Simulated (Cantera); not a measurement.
Input (Python, Cantera):

```python
import numpy as np
import cantera as ct

gas = ct.Solution("gri30.yaml")
gas.TPX = 525, 13332, {'CO': 1, 'H2': 1.2, 'CH4': 0.82, 'O2': 2.49, 'N2': 9.71, 'H2O': 3.8}
flame = ct.FreeFlame(gas, width=0.16)
flame.set_refine_criteria(ratio=3, slope=0.08, curve=0.16)
flame.transport_model = "mixture-averaged"
flame.solve(loglevel=0, auto=True)
z, T = flame.grid, flame.T
thick = (T[-1] - T[0]) / np.gradient(T, z).max()
show = ['CO', 'H2', 'CH4', 'O', 'HCO', 'C2H6']
print(f"laminar burning velocity  {flame.velocity[0] * 100:.3f} cm/s")
print(f"burnt temperature         {T[-1]:.1f} K")
print(f"thermal thickness         {thick * 1e3:.4f} mm")
print(f"grid points               {len(z)}")
z0 = z[flame.heat_release_rate.argmax()]
print(f"{'z/mm':>9s}{'T/K':>9s}{'u/(m/s)':>9s}" + "".join(f"{s:>11s}" for s in show))
rows = []
for k in (-3, -2, -1.5, -1, -0.5, -0.25, 0, 0.25, 0.5, 1, 2, 4, 8):
    zz = z0 + k * thick
    rows.append([k * thick, np.interp(zz, z, T), np.interp(zz, z, flame.velocity),
                 *(np.interp(zz, z, flame.X[gas.species_index(s)]) for s in show)])
    print(f"{rows[-1][0] * 1e3:9.3f}{rows[-1][1]:9.1f}{rows[-1][2]:9.3f}" + "".join(f"{x:11.3e}" for x in rows[-1][3:]))
```

Output:

```
laminar burning velocity  152.750 cm/s
burnt temperature         2034.7 K
thermal thickness         2.8282 mm
grid points               162
     z/mm      T/K  u/(m/s)         CO         H2        CH4          O        HCO       C2H6
   -8.485    525.0    1.527  5.258e-02  6.304e-02  4.312e-02  1.862e-11  2.889e-17  7.207e-12
   -5.656    525.0    1.527  5.259e-02  6.278e-02  4.313e-02  1.345e-09  1.269e-14  7.524e-10
   -4.242    525.5    1.528  5.262e-02  6.223e-02  4.315e-02  1.859e-08  1.050e-12  1.800e-08
   -2.828    534.1    1.550  5.268e-02  6.041e-02  4.308e-02  5.395e-07  2.621e-10  1.349e-06
   -1.414    706.2    2.048  5.353e-02  5.479e-02  3.908e-02  2.944e-05  1.759e-07  6.091e-05
   -0.707   1002.0    2.917  5.847e-02  5.031e-02  2.730e-02  2.298e-04  5.030e-06  1.620e-04
    0.000   1349.1    3.948  6.622e-02  4.323e-02  8.030e-03  1.296e-03  3.431e-05  3.540e-05
    0.707   1503.1    4.396  6.000e-02  3.377e-02  6.812e-04  3.352e-03  1.008e-05  2.293e-07
    1.414   1550.1    4.512  4.795e-02  2.992e-02  2.937e-05  4.179e-03  6.522e-07  3.919e-10
    2.828   1599.9    4.622  3.362e-02  3.044e-02  7.609e-08  4.158e-03  4.467e-08  6.847e-15
    5.656   1658.4    4.760  2.582e-02  3.113e-02  1.151e-11  3.665e-03  2.752e-08  1.335e-20
   11.313   1726.6    4.931  2.421e-02  2.942e-02  4.361e-16  2.927e-03  1.898e-08  8.645e-27
   22.626   1802.6    5.119  2.341e-02  2.640e-02  1.733e-16  2.078e-03  1.193e-08  1.883e-28
```

Detailed kinetics in Cantera: GRI-Mech 3.0 (53 species, 325 reactions). Burning velocities carry a grid error of a few per cent, more on coarse grids.
